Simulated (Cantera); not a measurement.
A perfectly stirred reactor is fed with 6.94 % CH₃OH, 18.0 % O₂, 67.5 % N₂, 7.63 % H₂O, equivalence ratio 0.58, at 22000 Pa; it is adiabatic with a 575 K inlet, and is followed from long to short residence time, starting on the burning branch (τ in s: 0.15, 0.05, 0.016, 0.0053, 0.0017, 0.00056, 0.00018, 5.9e-05, 1.9e-05, 6.3e-06).

Model: GRI-Mech 3.0 (53 species, 325 reactions), integrated in Cantera. GRI-Mech 3.0 was tuned for natural gas; its chemistry of methanol as a main component is partial and can be far from experiment.

x: mole fraction; the columns are a selection and need not sum to one.

```
τ (s)    T (K)  x CH₃OH    x O₂   x H₂O    x CH₃   x CO₂    x C₂H₆
-------  -----  -------  ------  ------  -------  ------  --------
0.15      1764  3.97e-6  0.0729   0.205  4.14e-8  0.0658    <1e-12
0.050     1744  7.99e-6  0.0732   0.204  1.26e-7  0.0648    <1e-12
0.016     1711  1.70e-5  0.0738   0.201  4.46e-7  0.0629    <1e-12
0.0053    1666        …  0.0752   0.198        …  0.0600  8.72e-12
0.0017    1606        …  0.0785   0.196        …       …  1.33e-10
0.00056    575   0.0694   0.180  0.0763   <1e-12  <1e-12    <1e-12
0.00018    575   0.0694   0.180  0.0763   <1e-12  <1e-12    <1e-12
5.9e-5     575   0.0694   0.180  0.0763   <1e-12  <1e-12    <1e-12
1.9e-5     575   0.0694   0.180  0.0763   <1e-12  <1e-12    <1e-12
6.3e-6     575   0.0694   0.180  0.0763   <1e-12  <1e-12    <1e-12
```

Task: Complete the blanks.

Result: 
- 0.0053, x CH₃OH: 3.87e-5
- 0.0053, x CH₃: 1.52e-6
- 0.0017, x CH₃OH: 0.000112
- 0.0017, x CH₃: 5.31e-6
- 0.0017, x CO₂: 0.0540
